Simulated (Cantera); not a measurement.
A diamond (100) surface in a fixed gas of H2 with x(CH4) = 0.0024, x(H) = 0.00029, x(CH3) = 7.3e-05, at 1225 K; coverages are run to steady state.

Cantera simulation using the Harris–Goodwin 1993 mechanism for the reconstructed diamond (100) surface; the numbers are that mechanism's predictions, not measurements.

One state of this run: growth (µm/h) = 0.378; θ c6HH = 0.515; θ c6H* = 0.0356; θ c6*H = 0.434; θ c6** = 0.0128; θ c6HM = 0.00108. θ: site fractions in the mechanism's names (c6HH fully hydrogenated, c6H* and c6*H radical sites, c6** diradical, c6HM methylated).

Question: Which value of P (Pa) does it belong to?
A. 16000
B. 10000
C. 1100
D. 1700

Answer: B, 10000
